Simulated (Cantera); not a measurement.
Cantera run, input and output.

```python
import numpy as np
import cantera as ct

gas = ct.Solution("gri30.yaml")
gas.TPX = 1475, 100000, {'CH4': 1, 'C2H6': 0.077, 'C3H8': 0.25, 'O2': 10.4, 'N2': 38.9}
reactor = ct.IdealGasReactor(gas, energy="on", clone=False)
net = ct.ReactorNet([reactor])
net.rtol, net.atol = 1e-08, 1e-16
show = ['CH4', 'C2H6', 'C3H8', 'CH2O', 'HCO', 'H', 'C2H']
times = np.geomspace(5e-06, 0.9, 10)

steps = ct.SolutionArray(gas, extra=["t"])
rows = []
print(f"{'t/s':>10s}{'T/K':>9s}{'P/Pa':>11s}" + "".join(f"{s:>11s}" for s in show))
for t in times:
    while net.time < t:
        t_next = net.step()
        steps.append(gas.state, t=t_next)
    rows.append([np.interp(t, steps.t, y) for y in (steps.T, steps.P, *steps(*show).X.T)])
    print(f"{t:10.3e}{rows[-1][0]:9.1f}{rows[-1][1]:11.4g}" + "".join(f"{x:11.3e}" for x in rows[-1][2:]))
rate = np.gradient(steps.T, steps.t)
print("integrator steps:", len(steps.t))
if steps.T.max() > steps.T[0] + 200:
    print(f"time of steepest temperature rise: {steps.t[rate.argmax()]:.4e} s")
gas.TPX = 1475, 100000, {'CH4': 1, 'C2H6': 0.077, 'C3H8': 0.25, 'O2': 10.4, 'N2': 38.9}
gas.equilibrate("UV")
print(f"equilibrium (UV): T = {gas.T:.1f} K  " + "  ".join(f"{s} {gas[s].X[0]:.3e}" for s in show))
```

Result:

```
       t/s      T/K       P/Pa        CH4       C2H6       C3H8       CH2O        HCO          H        C2H
 5.000e-06   1474.4  9.997e+04  1.974e-02  1.514e-03  4.885e-03  1.308e-06  3.862e-10  2.525e-06  1.532e-15
 1.918e-05   1473.1  9.991e+04  1.963e-02  1.483e-03  4.667e-03  5.230e-05  1.571e-08  5.510e-06  3.076e-13
 7.359e-05   1489.4  1.013e+05  1.791e-02  1.392e-03  2.854e-03  1.058e-03  1.512e-06  3.956e-05  2.871e-10
 2.823e-04   2284.2   1.57e+05  5.758e-20  1.457e-36  2.171e-53  1.435e-12  6.461e-10  9.505e-04  1.358e-25
 1.083e-03   2361.5  1.616e+05  1.359e-20  1.682e-38  5.399e-56  3.272e-13  7.731e-11  2.052e-04  1.307e-26
 4.155e-03   2359.5  1.614e+05  1.315e-20  1.577e-38  4.975e-56  3.195e-13  7.522e-11  2.014e-04  1.220e-26
 1.594e-02   2352.4  1.609e+05  1.191e-20  1.320e-38  3.831e-56  2.987e-13  6.984e-11  1.919e-04  9.956e-27
 6.115e-02   2338.4  1.599e+05  9.746e-21  9.192e-39  2.255e-56  2.611e-13  6.024e-11  1.741e-04  6.611e-27
 2.346e-01   2332.3  1.595e+05  8.925e-21  7.842e-39  1.787e-56  2.464e-13  5.650e-11  1.669e-04  5.529e-27
 9.000e-01   2332.3  1.595e+05  8.917e-21  7.829e-39  1.783e-56  2.462e-13  5.646e-11  1.669e-04  5.519e-27
integrator steps: 1577
time of steepest temperature rise: 1.2343e-04 s
equilibrium (UV): T = 2332.3 K  CH4 1.381e-20  C2H6 1.500e-38  C3H8 3.670e-56  CH2O 2.462e-13  HCO 5.646e-11  H 1.669e-04  C2H 6.045e-27
```

Detailed kinetics in Cantera: GRI-Mech 3.0 (53 species, 325 reactions). GRI-Mech 3.0 was tuned for natural gas; its chemistry of propane as a main component is partial and can be far from experiment.
